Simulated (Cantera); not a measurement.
What does this Cantera script print?

```python
import numpy as np
import cantera as ct

gas_names = """
    Br Br2 H HBr HNO HNO2 HNO3 HO2 H2 H2O H2O2 Mg MgBr MgBr2 MgH MgN MgO MgOH MgO2H2 Mg2 N NH NH2 NH3
    NH2OH NO NO2 NO3 N2 N2H2 N2H4 N2O O OH O2 O3
""".split()
cond_names = """
    Br2(cr) Br2(L) H2O(s) H2O(L) Mg(cr) Mg(L) MgBr2(s) MgBr2(L) MgO(s) MgO(L) MgO2H2(s)
""".split()


# ... load() reads the species with a 1 bar reference pressure and builds the phases ...
atoms = {
    'MgO': {'Mg': 1, 'O': 1},
    'Br2': {'Br': 2},
    'N2': {'N': 2},
    'H2O': {'H': 2, 'O': 1},
}
top_T = {}  # K; cautious upper limits of use, not melting points


# ... equilibrate(T, P, feed) seeds the gas with the atoms and calls Mixture.equilibrate('TP', solver="vcs", rtol=1e-11, max_steps=5000) ...
results = []
feed = {'MgO': 1, 'Br2': 0.034, 'N2': 0.77, 'H2O': 0.069}  # mol
P = 2400  # Pa
for T in [1000, 1050, 1100, 1150, 1200, 1250, 1300, 1350, 1400, 1450, 1500, 1550]:
    mix = equilibrate(T, P, feed)
    results.append((T, P, feed, dict(zip(mix.species_names, mix.species_moles))))
    x = sorted(zip(gas.X, gas.species_names), reverse=True)
    print(f"T = {T:g} K  P = {P:g} Pa  gas = {mix.phase_moles(0):.4g} mol")
    print("   x: " + "  ".join(f"{s} {v:.3e}" for v, s in x if v > 0.0001))
    print("   condensed (mol): " + ("  ".join(f"{mix.phase(i).name} {mix.phase_moles(i):.4g}"
          for i in range(1, mix.n_phases) if mix.phase_moles(i) > 1e-12) or "none"))
```

Output:

```
T = 1000 K  P = 2400 Pa  gas = 0.8777 mol
   x: N2 8.773e-01  H2O 7.458e-02  Br2 3.142e-02  HBr 8.080e-03  Br 6.560e-03  O2 2.019e-03
   condensed (mol): MgO(s) 1
T = 1050 K  P = 2400 Pa  gas = 0.8801 mol
   x: N2 8.749e-01  H2O 7.313e-02  Br2 2.794e-02  Br 1.085e-02  HBr 1.054e-02  O2 2.632e-03
   condensed (mol): MgO(s) 1
T = 1100 K  P = 2400 Pa  gas = 0.8832 mol
   x: N2 8.718e-01  H2O 7.158e-02  Br2 2.363e-02  Br 1.664e-02  HBr 1.308e-02  O2 3.266e-03
   condensed (mol): MgO(s) 1
T = 1150 K  P = 2400 Pa  gas = 0.8869 mol
   x: N2 8.682e-01  H2O 7.007e-02  Br 2.367e-02  Br2 1.877e-02  HBr 1.545e-02  O2 3.855e-03
   condensed (mol): MgO(s) 1
T = 1200 K  P = 2400 Pa  gas = 0.8908 mol
   x: N2 8.644e-01  H2O 6.879e-02  Br 3.124e-02  HBr 1.734e-02  Br2 1.386e-02  O2 4.328e-03
   condensed (mol): MgO(s) 1
T = 1250 K  P = 2400 Pa  gas = 0.8943 mol
   x: N2 8.609e-01  H2O 6.786e-02  Br 3.840e-02  HBr 1.858e-02  Br2 9.498e-03  O2 4.635e-03
   condensed (mol): MgO(s) 1
T = 1300 K  P = 2400 Pa  gas = 0.8972 mol
   x: N2 8.582e-01  H2O 6.734e-02  Br 4.438e-02  HBr 1.911e-02  Br2 6.105e-03  O2 4.768e-03
   condensed (mol): MgO(s) 1
T = 1350 K  P = 2400 Pa  gas = 0.8993 mol
   x: N2 8.562e-01  H2O 6.718e-02  Br 4.888e-02  HBr 1.907e-02  O2 4.757e-03  Br2 3.760e-03
   condensed (mol): MgO(s) 0.9999
T = 1400 K  P = 2400 Pa  gas = 0.9007 mol
   x: N2 8.548e-01  H2O 6.726e-02  Br 5.209e-02  HBr 1.867e-02  O2 4.654e-03  Br2 2.273e-03  NO 1.123e-04
   condensed (mol): MgO(s) 0.9999
T = 1450 K  P = 2400 Pa  gas = 0.9016 mol
   x: N2 8.539e-01  H2O 6.747e-02  Br 5.435e-02  HBr 1.807e-02  O2 4.500e-03  Br2 1.374e-03  NO 1.448e-04  MgBr2 1.258e-04
   condensed (mol): MgO(s) 0.9999
T = 1500 K  P = 2400 Pa  gas = 0.9023 mol
   x: N2 8.533e-01  H2O 6.774e-02  Br 5.598e-02  HBr 1.739e-02  O2 4.325e-03  Br2 8.411e-04  NO 1.827e-04  MgBr2 1.602e-04
   condensed (mol): MgO(s) 0.9999
T = 1550 K  P = 2400 Pa  gas = 0.9027 mol
   x: N2 8.529e-01  H2O 6.802e-02  Br 5.719e-02  HBr 1.669e-02  O2 4.146e-03  Br2 5.246e-04  NO 2.266e-04  MgBr2 1.983e-04
   condensed (mol): MgO(s) 0.9998
```

Method: chemical equilibrium by Gibbs-energy minimisation in Cantera with the NASA 1993 tables (ideal gas, pure condensed phases).
